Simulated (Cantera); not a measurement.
A closed system holds: 1 mol CO2, 0.11 mol SO2, 2.7 mol O2, held at 823 K and 0.133 bar.

Method: chemical equilibrium by Gibbs-energy minimisation in Cantera with the NASA 1993 tables (ideal gas, pure condensed phases). Candidate condensed phases: C, S; 22 gas species. The numbers say what is thermodynamically allowed, not how fast it happens.

Base state: O2 0.705, CO2 0.266, SO3 0.0256, SO2 0.00366 (mole fractions); condensed: gas only.

**Question.** What changes in the equilibrium state with this change: temperature from 823 K to 1573 K?

**Answer.** 
```csv
species,before,after
O2,0.705,0.709
CO2,0.266,0.262
SO2,0.00366,0.0286
SO3,0.0256,0.000231
O,<1e-9,2.41e-5
CO,<1e-9,1.19e-5
```

**Question.** What changes in the equilibrium state with this change: 0.085 mol H2 added?

**Answer.** 
```json
[
 {"species": "O2", "before": "0.705", "after": "0.686"},
 {"species": "CO2", "before": "0.266", "after": "0.263"},
 {"species": "SO3", "before": "0.0256", "after": "0.0252"},
 {"species": "H2O", "before": "0", "after": "0.0223"},
 {"species": "SO2", "before": "0.00366", "after": "0.00366"}
]
```
Further candidate phases: C6H6, C7H8, C8H18, H2O, H2SO4.
